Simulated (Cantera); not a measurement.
Input: 1 mol Si, 2.9 mol HCl, 7.1 mol H2, equilibrated at 1300 °C and 1.00 bar.

These are equilibrium values from Cantera (NASA tables, ideal gas, pure condensed phases), not measurements of a reactor. Candidate condensed phases: Si; 19 gas species. The tables' values for SiCl3 are old estimates; treat these amounts as uncertain. The numbers say what is thermodynamically allowed, not how fast it happens.

What is the equilibrium state?


```
Quantity        Value
----------  ---------
x(H2)           0.809
x(HCl)          0.114
x(SiCl2)       0.0540
x(SiCl3)       0.0109
x(SiCl4)      0.00574
x(SiHCl3)     0.00542
x(SiH2Cl2)   0.000845
x(SiH3Cl)     3.91e-5
x(H)          3.66e-5
n(Si(s))    0.244 mol
gas amount  9.828 mol
```
